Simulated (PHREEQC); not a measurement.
Make-up at 25 °C: 0.0029 mol/kgw CuSO4 and 0.00027 mol/kgw KCl. Closed to the air; pH follows from the charge balance.

Model: ion-association model, wateq4f.dat, run in PHREEQC.

No solid was allowed to form.

**Question.** Order these S species by the share of S that they hold, largest first: SO4-2, CuSO4, KSO4-.

**Answer.** SO4-2 (82 %), CuSO4 (18 %), KSO4- (0.10 %)

**Question.** Order these Cu species by the share of Cu that they hold, largest first: Cu+2, Cu2(OH)2+2, CuSO4.

**Answer.** Cu+2 (82 %), CuSO4 (18 %), Cu2(OH)2+2 (0.21 %)

The pH is 5.12 and the ionic strength 0.00977 mol/kgw. The solution is supersaturated, for example in Brochantite, Antlerite, so a real one may precipitate; this is no full list. Complexes and solids missing from the database can't appear.
